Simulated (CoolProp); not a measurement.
Ethylbenzene along the isobar 23.7 bar: Z from the reference equation and from simpler models built on Tc = 617.1 K, pc = 36.22 bar, ω = 0.304; each cubic takes its own stable root.

Model: reference Helmholtz-energy equation of state, Zhou 2012, in CoolProp.

| T (K) | phase | reference | van der Waals | Redlich-Kwong | Peng-Robinson |
|---|---|---|---|---|---|
| 418.7 | liquid | 0.09576 | 0.1629 | 0.1126 | 0.09556 |
| 429.8 | liquid | (withheld) | 0.1610 | 0.1116 | 0.09450 |
| 440.8 | liquid | 0.09373 | 0.1593 | 0.1108 | 0.09363 |
| 451.8 | liquid | 0.09291 | 0.1579 | 0.1102 | 0.09293 |
| 462.8 | liquid | 0.09222 | 0.1567 | 0.1098 | 0.09241 |
| 473.8 | liquid | 0.09166 | 0.1558 | 0.1097 | 0.09209 |
| 484.8 | liquid | (withheld) | 0.1552 | 0.1097 | 0.09197 |
| 495.8 | liquid | 0.09098 | (withheld) | 0.1100 | 0.09209 |
| 506.8 | liquid | 0.09089 | (withheld) | 0.1107 | 0.09247 |

Complete the blanks.


- 429.8, reference: 0.09468
- 484.8, reference: 0.09125
- 495.8, van der Waals: 0.1550
- 506.8, van der Waals: 0.1551
